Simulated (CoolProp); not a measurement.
100 sccm (0 °C, 1 atm) of nitrogen bubbles through liquid n-perfluorohexane at 303.7 K and leaves saturated at a total pressure of 0.15 MPa (ideal gas phase). Each further row changes one setting.

The numbers come from the reference Helmholtz-energy equation of state, Gao 2022 in CoolProp.

```json
[
 {"case": "as stated", "vapour pressure (kPa)": "37.3", "mole fraction of vapour": "0.249", "delivery (mg/min)": "499", "delivery (sccm)": "33.1", "change of delivery for a bath 1 K warmer (%)": "5.7"},
 {"case": "bath temperature 308.7 K", "vapour pressure (kPa)": "…", "mole fraction of vapour": "0.305", "delivery (mg/min)": "662", "delivery (sccm)": "…", "change of delivery for a bath 1 K warmer (%)": "6.0"},
 {"case": "total pressure 0.3 MPa", "vapour pressure (kPa)": "37.3", "mole fraction of vapour": "0.124", "delivery (mg/min)": "…", "delivery (sccm)": "14.2", "change of delivery for a bath 1 K warmer (%)": "4.9"}
]
```

Fill in the missing entries.


- bath temperature 308.7 K, vapour pressure (kPa): 45.8
- bath temperature 308.7 K, delivery (sccm): 43.9
- total pressure 0.3 MPa, delivery (mg/min): 214
